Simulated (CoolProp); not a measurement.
Vapour-liquid equilibrium of propylene (1) + R114 (2) at 41.85 °C; x and y are mole fractions of (1).

Model: multi-fluid Helmholtz-energy mixture model, Lemmon 2013 and Platzer 1990; pair parameters Bell 2016, in CoolProp. This equation is an older, rougher fit; its heat capacities, sound speeds and derivatives of the liquid may be far off and weren't checked against measurements.

```json
[
 {"x": "0.05", "bubble pressure, mixture model (bar)": "4.383", "bubble pressure, Raoult's law (bar)": "4.249", "y, mixture model": "0.206", "y, Raoult's law": "0.202"},
 {"x": "0.15", "bubble pressure, mixture model (bar)": "6.010", "bubble pressure, Raoult's law (bar)": "5.610", "y, mixture model": "0.455", "y, Raoult's law": "0.459"},
 {"x": "0.25", "bubble pressure, mixture model (bar)": "7.580", "bubble pressure, Raoult's law (bar)": "6.972", "y, mixture model": "0.598", "y, Raoult's law": "0.616"},
 {"x": "0.35", "bubble pressure, mixture model (bar)": "9.054", "bubble pressure, Raoult's law (bar)": "8.334", "y, mixture model": "0.690", "y, Raoult's law": "0.722"},
 {"x": "0.45", "bubble pressure, mixture model (bar)": "10.42", "bubble pressure, Raoult's law (bar)": "9.696", "y, mixture model": "0.756", "y, Raoult's law": "0.798"},
 {"x": "0.55", "bubble pressure, mixture model (bar)": "11.70", "bubble pressure, Raoult's law (bar)": "11.06", "y, mixture model": "0.808", "y, Raoult's law": "0.855"},
 {"x": "0.65", "bubble pressure, mixture model (bar)": "12.91", "bubble pressure, Raoult's law (bar)": "12.42", "y, mixture model": "0.852", "y, Raoult's law": "0.899"},
 {"x": "0.75", "bubble pressure, mixture model (bar)": "14.10", "bubble pressure, Raoult's law (bar)": "13.78", "y, mixture model": "0.893", "y, Raoult's law": "0.935"},
 {"x": "0.85", "bubble pressure, mixture model (bar)": "15.30", "bubble pressure, Raoult's law (bar)": "15.14", "y, mixture model": "0.933", "y, Raoult's law": "0.965"},
 {"x": "0.95", "bubble pressure, mixture model (bar)": "16.54", "bubble pressure, Raoult's law (bar)": "16.50", "y, mixture model": "0.977", "y, Raoult's law": "0.989"}
]
```

The largest gap from Raoult's law is +8.7 % in bubble pressure, at x = 0.25. No azeotrope shows between x = 0.05 and 0.95.

The pair parameters rest on a limited set of measurements; away from them the model extrapolates.
